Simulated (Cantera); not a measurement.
Mixture: CH4 : C2H6 : O2 : N2 = 1 : 0.11 : 3.41 : 12.8 (molar parts), at 33.0 bar, adiabatic and at constant volume. Ignition delay is the time to a rise of 400 K.

Cantera simulation using GRI-Mech 3.0 (53 species, 325 reactions); the numbers are that mechanism's predictions, not measurements. The pressure lies above the range GRI-Mech 3.0 was tuned for (to about 10 atm).

Problem. What does this change do: constant pressure in place of constant volume?

Solution. 
| quantity | before | after |
|---|---|---|
| delay at 1175 K | 0.595 ms | 0.631 ms |
| delay at 1250 K | 0.229 ms | 0.245 ms |
| delay at 1325 K | 99.4 µs | 0.107 ms |
| delay at 1400 K | 47.5 µs | 51.8 µs |
| delay at 1475 K | 24.4 µs | 27.0 µs |
| delay at 1550 K | 13.3 µs | 14.9 µs |
| apparent activation energy between 1400 and 1550 K | 150 kJ/mol | 150 kJ/mol |

Problem. What does this change do: N2 12.8 to 29 parts?

Solution. 
```json
[
 {"quantity": "delay at 1175 K", "before": "0.595 ms", "after": "1.02 ms"},
 {"quantity": "delay at 1250 K", "before": "0.229 ms", "after": "0.403 ms"},
 {"quantity": "delay at 1325 K", "before": "99.4 µs", "after": "0.179 ms"},
 {"quantity": "delay at 1400 K", "before": "47.5 µs", "after": "88.0 µs"},
 {"quantity": "delay at 1475 K", "before": "24.4 µs", "after": "46.5 µs"},
 {"quantity": "delay at 1550 K", "before": "13.3 µs", "after": "25.9 µs"},
 {"quantity": "apparent activation energy between 1400 and 1550 K", "before": "150 kJ/mol", "after": "150 kJ/mol"}
]
```
